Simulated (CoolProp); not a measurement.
Vapour-liquid equilibrium of R113 (1) + n-heptane (2) at 0.00252 MPa; x and y are mole fractions of (1).

Values from CoolProp's multi-fluid Helmholtz-energy mixture model, Marx 1992 and Span 2003; pair parameters Bell 2016.

**Question.** Give the bubble temperature and the first vapour's composition at x = 0.35, 0.45, 0.85. Is there an azeotrope?

**Answer.** x = 0.35: -20.4 °C, y = 0.896; x = 0.45: -23.2 °C, y = 0.926; x = 0.85: -29.8 °C, y = 0.983. No azeotrope shows between x = 0.05 and 0.95.

Pair parameters are fitted to limited data, so mixtures are less certain than the pure fluids.
